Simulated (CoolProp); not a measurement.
A Linde-Hampson liquefier for nitrogen: isothermal reversible compression at 300 K from 1 atm to 15 MPa, throttling to 1 atm, return gas leaving the recuperator 5 K below the feed. Each further row changes one setting.

The numbers come from the reference Helmholtz-energy equation of state, Span 2000 in CoolProp.

```json
[
 {"case": "as stated", "liquid yield per pass": "0.050", "compression work (kJ/kg of gas)": "445"},
 {"case": "high pressure 30 MPa", "liquid yield per pass": "0.078", "compression work (kJ/kg of gas)": "___"},
 {"case": "warm-end temperature 330 K", "liquid yield per pass": "0.034", "compression work (kJ/kg of gas)": "___"},
 {"case": "warm-end gap 10 K", "liquid yield per pass": "___", "compression work (kJ/kg of gas)": "445"}
]
```

Problem. Some entries are withheld; supply them.

Solution. 
- high pressure 30 MPa, compression work (kJ/kg of gas): 511
- warm-end temperature 330 K, compression work (kJ/kg of gas): 492
- warm-end gap 10 K, liquid yield per pass: 0.038
